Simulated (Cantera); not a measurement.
An adiabatic, constant-volume homogeneous reactor starts with 4.19 % CH4, 4.06 % CO, 17.9 % O2, 67.7 % N2, 6.10 % H2O, equivalence ratio 0.58, at 1375 K and 3750 Torr.

Model: GRI-Mech 3.0 (53 species, 325 reactions), integrated in Cantera.

x: mole fraction; the columns are a selection and need not sum to one.

```csv
t (s),T (K),P (bar),x CH4,x CO,x O2,x HO2,x C2H6,x CH2O,x H
6.00e-6,1375,5.00,0.0419,0.0406,0.179,1.69e-7,1.21e-10,2.13e-8,1.20e-9
2.00e-5,1375,5.00,0.0419,0.0406,0.179,4.17e-7,6.57e-9,2.90e-7,2.78e-9
6.64e-5,1375,5.00,0.0419,0.0406,0.179,8.09e-7,4.73e-7,4.55e-6,1.04e-8
0.000221,1376,5.00,0.0417,0.0406,0.179,2.34e-6,2.67e-5,6.81e-5,4.94e-8
0.000735,1391,5.06,0.0398,0.0406,0.178,(withheld),(withheld),(withheld),(withheld)
0.00245,2628,9.44,<1e-12,0.00662,0.0713,1.80e-5,<1e-12,4.59e-11,0.000604
0.00814,2620,9.41,<1e-12,0.00648,0.0691,1.73e-5,<1e-12,4.39e-11,0.000579
0.0271,2620,9.41,<1e-12,0.00648,0.0691,1.72e-5,<1e-12,4.39e-11,0.000578
0.0902,2620,9.41,<1e-12,0.00648,0.0691,1.72e-5,<1e-12,4.39e-11,0.000578
0.300,2620,9.41,<1e-12,0.00648,0.0691,1.72e-5,<1e-12,4.39e-11,0.000578
```

Question: Complete the blanks.

Answer: 
- 0.000735, x HO2: 1.58e-5
- 0.000735, x C2H6: 0.000405
- 0.000735, x CH2O: 0.000615
- 0.000735, x H: 4.16e-7
